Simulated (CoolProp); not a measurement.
Vapour-liquid equilibrium of R227EA (1) + isobutene (2) at 209.7 K; x and y are mole fractions of (1).

Model: multi-fluid Helmholtz-energy mixture model, Lemmon 2016 and Lemmon 2005; pair parameters Bell 2016, in CoolProp.

```json
[
 {"x": "0.05", "bubble pressure (MPa)": "0.007190", "y at the bubble point": "0.270", "dew pressure at overall composition x (MPa)": "0.005739", "liquid density (mol/L)": "12.09"},
 {"x": "0.2", "bubble pressure (MPa)": "0.009339", "y at the bubble point": "0.489", "dew pressure at overall composition x (MPa)": "0.006658", "liquid density (mol/L)": "11.65"},
 {"x": "0.35", "bubble pressure (MPa)": "0.009801", "y at the bubble point": "0.536", "dew pressure at overall composition x (MPa)": "0.007886", "liquid density (mol/L)": "11.26"},
 {"x": "0.5", "bubble pressure (MPa)": "0.009902", "y at the bubble point": "0.556", "dew pressure at overall composition x (MPa)": "0.009459", "liquid density (mol/L)": "10.90"},
 {"x": "0.65", "bubble pressure (MPa)": "0.009885", "y at the bubble point": "0.588", "dew pressure at overall composition x (MPa)": "0.009611", "liquid density (mol/L)": "10.59"},
 {"x": "0.8", "bubble pressure (MPa)": "0.009529", "y at the bubble point": "0.664", "dew pressure at overall composition x (MPa)": "0.008674", "liquid density (mol/L)": "10.31"},
 {"x": "0.95", "bubble pressure (MPa)": "0.008268", "y at the bubble point": "0.865", "dew pressure at overall composition x (MPa)": "0.007775", "liquid density (mol/L)": "10.05"}
]
```

y crosses x between x = 0.5 and 0.65: the model has an azeotrope there.

Pair parameters are fitted to limited data, so mixtures are less certain than the pure fluids. With so large a gap from Raoult's law the liquid may split in two, which this calculation doesn't test in full.
